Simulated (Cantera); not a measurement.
Transport properties of process gases

Gas mixture: N2O : H2O : N2 = 0.25 : 0.53 : 0.52 (molar parts), at 9.00 Torr, frozen composition.

Cantera's kinetic-theory transport with the Lennard-Jones parameters of GRI-Mech 3.0, ideal gas; thermal conductivity in the multicomponent form. Polar gases are described roughly by these parameters.

```tsv
T (K)	ρ (kg/m³)	cp (J/kg/K)	μ (µPa s)	λ (mW/m/K)	Pr	D (cm²/s) OH	D (cm²/s) H2O	D (cm²/s) C2H2
400	0.00975	1255	18.6	34.6	0.676	45.1	30.0	22.9
500	0.00780	1297	22.6	43.6	0.673	66.8	45.9	34.5
600	0.00650	1339	26.4	52.5	0.671	91.7	64.4	48.0
700	0.00557	1381	29.9	61.6	0.671	119	85.4	63.2
800	0.00487	1423	33.3	70.7	0.671	150	109	79.9
900	0.00433	1464	36.6	79.8	0.671	183	134	98.1
```
D: mixture-averaged diffusion coefficient of that species in the mixture.
